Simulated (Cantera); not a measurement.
An adiabatic, constant-pressure homogeneous reactor starts with 8.98 % C3H8, 19.5 % O2, 62.5 % N2, 8.98 % CO2, at 1723 K and 1.28 atm.

Cantera simulation using GRI-Mech 3.0 (53 species, 325 reactions); the numbers are that mechanism's predictions, not measurements. GRI-Mech 3.0 was tuned for natural gas; its chemistry of propane as a main component is partial and can be far from experiment.

x: mole fraction; the columns are a selection and need not sum to one.

```
t (s)     T (K)    x C3H8     x O2   x CO2      x CO     x CH3   x H2O2
--------  -----  --------  -------  ------  --------  --------  -------
2.00e-6    1682    0.0783    0.191  0.0887  0.000201   0.00725      ___
6.59e-6    1677    0.0475    0.172  0.0857   0.00490   0.00937      ___
2.17e-5    2449   3.50e-9   0.0149  0.0672     0.152   0.00466      ___
7.14e-5    2617  2.02e-11  1.42e-5  0.0368     0.222  0.000617      ___
0.000235   2595    <1e-12  1.85e-5  0.0318     0.234   8.76e-6      ___
0.000775   2572    <1e-12  3.66e-5  0.0319     0.234  3.43e-11  6.63e-9
0.00255    2569    <1e-12  4.01e-5  0.0320     0.234  3.01e-11  7.09e-9
0.00840    2569    <1e-12  4.03e-5  0.0320     0.234  2.98e-11  7.12e-9
0.0277     2569    <1e-12  4.04e-5  0.0320     0.234  2.98e-11  7.13e-9
0.0911     2569    <1e-12  4.04e-5  0.0320     0.234  2.98e-11  7.13e-9
0.300      2569    <1e-12  4.04e-5  0.0320     0.234  2.98e-11  7.13e-9
```

Task: Complete the blanks.

Result: 
- 2.00e-6, x H2O2: 2.20e-5
- 6.59e-6, x H2O2: 3.29e-5
- 2.17e-5, x H2O2: 7.76e-7
- 7.14e-5, x H2O2: 3.57e-9
- 0.000235, x H2O2: 3.95e-9
